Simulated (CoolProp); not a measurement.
Vapour-liquid equilibrium of neopentane (1) + n-pentane (2) at 126.45 °C; x and y are mole fractions of (1).

Values from CoolProp's multi-fluid Helmholtz-energy mixture model, Lemmon 2006 and Thol 2019; pair parameters Bell 2016.

Question: Give the bubble pressure and the first vapour's composition at x = 0.2, 0.35, 0.95. Is there an azeotrope?

Answer: x = 0.2: 1.181 MPa, y = 0.273; x = 0.35: 1.296 MPa, y = 0.444; x = 0.95: 1.782 MPa, y = 0.963. No azeotrope shows between x = 0.05 and 0.95.

Pair parameters are fitted to limited data, so mixtures are less certain than the pure fluids.
